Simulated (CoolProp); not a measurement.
Vapour-liquid equilibrium of ethane (1) + n-perfluorobutane (2) at -2.15 °C; x and y are mole fractions of (1).

Values from CoolProp's multi-fluid Helmholtz-energy mixture model, Bücker 2006 and Gao 2022; pair parameters Bell 2016.

| x | bubble pressure, mixture model (kPa) | bubble pressure, Raoult's law (kPa) | y, mixture model | y, Raoult's law |
|---|---|---|---|---|
| 0.05 | 258.3 | 209.0 | 0.606 | 0.542 |
| 0.125 | 498.2 | 371.3 | 0.795 | 0.762 |
| 0.2 | 724.1 | 533.7 | 0.859 | 0.849 |
| 0.275 | 923.3 | 696.0 | 0.889 | 0.895 |
| 0.35 | 1092 | 858.3 | 0.907 | 0.924 |
| 0.425 | 1233 | 1021 | 0.919 | 0.943 |
| 0.5 | 1353 | 1183 | 0.928 | 0.957 |
| 0.575 | 1463 | 1345 | 0.936 | 0.968 |
| 0.65 | 1571 | 1508 | … | 0.977 |
| 0.725 | … | 1670 | 0.952 | 0.983 |
| 0.8 | 1814 | 1832 | 0.962 | 0.989 |
| 0.875 | 1962 | 1994 | 0.974 | 0.994 |
| 0.95 | 2135 | 2157 | … | 0.998 |

Question: What belongs in the gaps?

Answer: 
- 0.65, y, mixture model: 0.944
- 0.725, bubble pressure, mixture model (kPa): 1685
- 0.95, y, mixture model: 0.988

The largest gap from Raoult's law is +35.7 % in bubble pressure, at x = 0.2. No azeotrope shows between x = 0.05 and 0.95.

Pair parameters are fitted to limited data, so mixtures are less certain than the pure fluids. The gap from Raoult's law changes sign with composition, which may be real or a fault of the pair parameters; it wasn't checked against measurements.
